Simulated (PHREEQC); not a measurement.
Dissolve 0.0059 mol/kgw HF, 0.034 mol/kgw K2HPO4 and 6e-05 mol/kgw KCl at 80 °C. Closed to the air; pH follows from the charge balance.

All values are PHREEQC results (ion-association model, phreeqc.dat), not measurements.

This is a speciation only: nothing precipitates in the calculation.

Task: Predict the pH.

Result: pH 7.40.

Task: In which forms is P present?

Result: HPO4-2 79 %, H2PO4- 17 %, KHPO4- 3.5 % of the P.

Complexes and solids missing from the database can't appear. Constants without temperature data keep their 25 °C values here.
